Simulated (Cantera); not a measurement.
# Thermodynamics of thermal oxidation and active oxidation of silicon, feed Si + N2O + N2

Charge: 1 mol Si, 0.77 mol N2O, 97 mol N2, held at 1048.15 K and 20.0 mbar.

Method: chemical equilibrium by Gibbs-energy minimisation in Cantera with the NASA 1993 tables (ideal gas, pure condensed phases). Candidate condensed phases: Si, SiO2, Si2N2O, Si3N4; 16 gas species. Mutual solubility and eutectic melting of coexisting phases are not modelled. The numbers say what is thermodynamically allowed, not how fast it happens.

```yaml
x(N2): 1.00
n(SiO2(β-quartz)): 0.180 mol
n(Si2N2O(s)): 0.410 mol
gas_amount: 97.36 mol
log10 activity of Si(s) (absent): -8.46
```
